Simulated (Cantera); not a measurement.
Mixture: 28.5 % H₂, 15.0 % O₂, 56.5 % N₂, at 47000 Pa, adiabatic and at constant volume. Ignition delay is the time to a rise of 400 K.

Model: the H2/O2 subset of GRI-Mech 3.0, which has no nitrogen chemistry, integrated in Cantera. Where the delays flatten at high temperature, the 400 K rule measures the pace of heat release, not the induction time.

Question: Predict: delay at 1050 K; delay at 1200 K; delay at 1350 K; delay at 1500 K; delay at 1650 K.

Answer: 
* **delay at 1050 K**: 0.239 ms
* **delay at 1200 K**: 95.4 µs
* **delay at 1350 K**: 54.8 µs
* **delay at 1500 K**: 41.3 µs
* **delay at 1650 K**: 38.8 µs
